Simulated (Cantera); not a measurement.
Feed: 1 mol SiCl₄, 4.4 mol NO, 29 mol N₂, held at 1000 K and 0.000180 bar.

Cantera equilibrium calculation (NASA polynomials, part measured and part estimated; ideal gas, pure solids and liquids). Candidate condensed phases: Si, SiO₂, Si₂N₂O, Si₃N₄; 23 gas species. Rates play no part.

Base state: N₂ 0.904, Cl₂ 0.0546, O₂ 0.0348, Cl 0.00676, NO 1.36e-5 (mole fractions); condensed: SiO₂(β-quartz).

Problem. What changes in the equilibrium state with this change: SiCl₄ replaced by Si₂H₆?

Solution. 
```csv
species,before,after
N₂,0.904,0.912
H₂,0,0.0760
H₂O,0,0.0117
Cl₂,0.0546,0
O₂,0.0348,<1e-9
Cl,0.00676,0
NO,1.36e-5,<1e-9
"SiO₂(β-quartz), mol",1.00,2.00
```
The feed counts by its element totals alone. Further candidate phases: H₂O.

Problem. What changes in the equilibrium state with this change: SiCl₄ replaced by TEOS?

Solution. 
```csv
species,before,after
N₂,0.904,0.655
H₂,0,0.210
CO,0,0.134
Cl₂,0.0546,0
O₂,0.0348,<1e-9
Cl,0.00676,0
NO,1.36e-5,<1e-9
"SiO₂(β-quartz), mol",1.00,1.00
"C(graphite), mol",0,1.60
```
The feed counts by its element totals alone. Further candidate phases: C, C₆H₆, C₇H₈, C₈H₁₈, H₂O, SiC.

Problem. What changes in the equilibrium state with this change: NO from 4.4 to 7.1 mol?

Solution. 
```
species               before    after
-------------------  -------  -------
N₂                     0.904    0.874
O₂                    0.0348   0.0685
Cl₂                   0.0546   0.0505
NO                   1.36e-5  1.88e-5
Cl                   0.00676  0.00650
SiO₂(β-quartz), mol     1.00     1.00
```
